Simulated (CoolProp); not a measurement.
Vapour-liquid equilibrium of CH2F2 (R32) (1) + R123 (2) at 16.25 °C; x and y are mole fractions of (1).

Model: multi-fluid Helmholtz-energy mixture model, Tillner-Roth 1997 and Younglove 1994; pair parameters Bell 2016, in CoolProp.

```json
[
 {"x": "0.05", "bubble pressure, mixture model (MPa)": "0.1434", "bubble pressure, Raoult's law (MPa)": "0.1284", "y, mixture model": "0.552", "y, Raoult's law": "0.517"},
 {"x": "0.15", "bubble pressure, mixture model (MPa)": "0.2964", "bubble pressure, Raoult's law (MPa)": "0.2546", "y, mixture model": "0.793", "y, Raoult's law": "0.782"},
 {"x": "0.25", "bubble pressure, mixture model (MPa)": "0.4397", "bubble pressure, Raoult's law (MPa)": "0.3808", "y, mixture model": "0.868", "y, Raoult's law": "0.871"},
 {"x": "0.35", "bubble pressure, mixture model (MPa)": "0.5703", "bubble pressure, Raoult's law (MPa)": "0.5070", "y, mixture model": "0.905", "y, Raoult's law": "0.916"},
 {"x": "0.45", "bubble pressure, mixture model (MPa)": "0.6887", "bubble pressure, Raoult's law (MPa)": "0.6332", "y, mixture model": "0.927", "y, Raoult's law": "0.943"},
 {"x": "0.55", "bubble pressure, mixture model (MPa)": "0.7982", "bubble pressure, Raoult's law (MPa)": "0.7594", "y, mixture model": "0.943", "y, Raoult's law": "0.961"},
 {"x": "0.65", "bubble pressure, mixture model (MPa)": "0.9037", "bubble pressure, Raoult's law (MPa)": "0.8856", "y, mixture model": "0.956", "y, Raoult's law": "0.974"},
 {"x": "0.75", "bubble pressure, mixture model (MPa)": "1.011", "bubble pressure, Raoult's law (MPa)": "1.012", "y, mixture model": "0.968", "y, Raoult's law": "0.984"},
 {"x": "0.85", "bubble pressure, mixture model (MPa)": "1.126", "bubble pressure, Raoult's law (MPa)": "1.138", "y, mixture model": "0.980", "y, Raoult's law": "0.991"},
 {"x": "0.95", "bubble pressure, mixture model (MPa)": "1.255", "bubble pressure, Raoult's law (MPa)": "1.264", "y, mixture model": "0.993", "y, Raoult's law": "0.997"}
]
```

The largest gap from Raoult's law is +16.4 % in bubble pressure, at x = 0.15. No azeotrope shows between x = 0.05 and 0.95.

The pair parameters rest on a limited set of measurements; away from them the model extrapolates. The gap from Raoult's law changes sign with composition, which may be real or a fault of the pair parameters; it wasn't checked against measurements.
